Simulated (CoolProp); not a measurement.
Vapour-liquid equilibrium of CH2F2 (R32) (1) + R236EA (2) at 7.12 bar; x and y are mole fractions of (1).

Values from CoolProp's multi-fluid Helmholtz-energy mixture model, Tillner-Roth 1997 and Rui 2013; pair parameters Bell 2016.

```json
[
 {"x": "0.05", "bubble temperature (K)": "333.2", "y at the bubble point": "0.169", "dew temperature at overall composition x (K)": "337.7", "liquid density (mol/L)": "8.809"},
 {"x": "0.15", "bubble temperature (K)": "321.6", "y at the bubble point": "0.435", "dew temperature at overall composition x (K)": "333.9", "liquid density (mol/L)": "9.614"},
 {"x": "0.25", "bubble temperature (K)": "311.4", "y at the bubble point": "0.620", "dew temperature at overall composition x (K)": "329.9", "liquid density (mol/L)": "10.47"},
 {"x": "0.35", "bubble temperature (K)": "302.6", "y at the bubble point": "0.745", "dew temperature at overall composition x (K)": "325.6", "liquid density (mol/L)": "11.39"},
 {"x": "0.45", "bubble temperature (K)": "295.1", "y at the bubble point": "0.829", "dew temperature at overall composition x (K)": "320.8", "liquid density (mol/L)": "12.38"},
 {"x": "0.55", "bubble temperature (K)": "288.7", "y at the bubble point": "0.887", "dew temperature at overall composition x (K)": "315.5", "liquid density (mol/L)": "13.48"},
 {"x": "0.65", "bubble temperature (K)": "283.2", "y at the bubble point": "0.928", "dew temperature at overall composition x (K)": "309.4", "liquid density (mol/L)": "14.70"},
 {"x": "0.75", "bubble temperature (K)": "278.5", "y at the bubble point": "0.957", "dew temperature at overall composition x (K)": "302.1", "liquid density (mol/L)": "16.08"},
 {"x": "0.85", "bubble temperature (K)": "274.3", "y at the bubble point": "0.978", "dew temperature at overall composition x (K)": "292.9", "liquid density (mol/L)": "17.67"},
 {"x": "0.95", "bubble temperature (K)": "270.7", "y at the bubble point": "0.994", "dew temperature at overall composition x (K)": "279.6", "liquid density (mol/L)": "19.51"}
]
```

No azeotrope shows between x = 0.05 and 0.95.

The pair parameters rest on a limited set of measurements; away from them the model extrapolates.
